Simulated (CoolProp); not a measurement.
Computed with CoolProp (reference Helmholtz-energy equation of state, Tillner-Roth 1997).

Problem. For CH2F2 (R32), give the phase and the speed of sound (m/s), expansivity (1/kK) at -119.95 °C and 7.4 MPa; 30.35 °C and 7.4 MPa; 143.05 °C and 7.4 MPa.

Solution. 
- -119.95 °C and 7.4 MPa: liquid; speed of sound 1350, expansivity 1.71
- 30.35 °C and 7.4 MPa: liquid; speed of sound 595, expansivity 3.98
- 143.05 °C and 7.4 MPa: supercritical; speed of sound 236, expansivity 7.07
